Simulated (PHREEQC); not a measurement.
Acid rinse or clean

Dissolve 1 mol HCl, 0.00025 mol FeCl3 and 0.00024 mol MnSO4 per kg of water at 20 °C. It is in equilibrium with CO2 at log p = -2 (atm). Otherwise closed; pH follows from the charge balance.

The numbers come from PHREEQC with the ion-association model, phreeqc.dat.

No solid was allowed to form.

Problem. What pH, activity of water does the model give?

Solution. pH 0.13; activity of water 0.966.

Problem. In which forms is S present?

Solution. HSO4- 93 %, SO4-2 7.2 % of the S.

Caution: at this ionic strength the ion-association model is outside its range; a Pitzer model would be the better tool where its parameters exist.
